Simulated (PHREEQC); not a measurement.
Nickel, zinc or cadmium bath (model solution)

A solution holds 0.0048 mol/kgw ZnSO4, 0.00016 mol/kgw FeSO4 and 0.00021 mol/kgw KCl, at 25 °C. It is in equilibrium with CO2 at log p = -3.4 (atm). Otherwise closed; pH follows from the charge balance.

Model: ion-association model, wateq4f.dat, run in PHREEQC.

* **pH**: 5.53
* **ionic strength**: 0.0150 mol/kgw

```csv
species,molality,activity,log γ
SO4-2,0.00366,0.00227,-0.209
Zn+2,0.00357,0.00225,-0.201
ZnSO4,0.00119,0.00119,0.002
Cl-,0.000209,0.000184,-0.055
K+,0.000207,0.000182,-0.055
Fe+2,0.000128,8.03e-5,-0.201
Zn(SO4)2-2,3.59e-5,2.20e-5,-0.213
FeSO4,3.22e-5,3.24e-5,0.002
CO2,1.35e-5,1.36e-5,0.002
KSO4-,3.27e-6,2.90e-6,-0.051
```

This is a speciation only: nothing precipitates in the calculation. Species that the database lacks are ignored.
